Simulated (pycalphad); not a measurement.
All values are pycalphad results on the COST 507 light-alloy database (1999) (1 atm), not direct measurements. These are 1990s assessments: newer ones move some temperatures and phases. Diffusion is slow at the low end, where real alloys seldom reach equilibrium.

### Question
How does the equilibrium phase assembly of Ti-82.6Si (wt.%) change on cooling from 2600 K to 500 K?

### Answer
| T (K) | phases above | phases below |
|---|---|---|
| 1666.3 | liquid | diamond (Si) + liquid |
| 1604.2 | diamond (Si) + liquid | diamond (Si) + SI2TI |
Changes were sought between steps of 50 K, so a narrower field can be missed.

Database names, with the compositions (at.%) that they take in these runs: SI2TI: Si 67 Ti 33.
